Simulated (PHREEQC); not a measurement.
Consider water at 25 °C with 0.011 mol KNO3 and 0.0063 mol Zn(NO3)2 per kg of water. Closed to the air; pH follows from the charge balance.

Equilibrium calculation in PHREEQC: ion-association model, phreeqc.dat.

This is a speciation only: nothing precipitates in the calculation.

Task: What pH, specific conductance does the model give?

Result: pH 5.71; specific conductance 2770 µS/cm.

Complexes and solids missing from the database can't appear.
